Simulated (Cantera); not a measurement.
Charge: 1 mol AlCl3, 9.3 mol H2O, 60 mol N2, equilibrated at 1900 K and 0.000590 bar.

Equilibrium computed with Cantera from the NASA thermochemical tables; the gas is ideal and each condensed phase is pure. Rates play no part.

```tsv
species	before	after
N2	0.838	0.847
H2O	0.0997	0.110
HCl	0.0337	0.0424
H2	0.0104	1.37e-7
H	0.00333	<1e-9
OH	0.00263	<1e-9
O2	0.00266	1.71e-9
NO	0.000666	<1e-9
O	0.000634	<1e-9
Cl	0.00817	2.34e-7
Al2O3(s), mol	0.500	0.500
```
Gas species are given as mole fractions.

Task: Name the change that produced these shifts.
A. temperature from 1900 K to 875 K
B. pressure from 0.000590 bar to 0.0133 bar
C. pressure from 0.000590 bar to 0.0100 bar
D. H2O from 9.3 to 2.6 mol

Result: A, temperature from 1900 K to 875 K. Condensed phases not in the tables: AlOCl
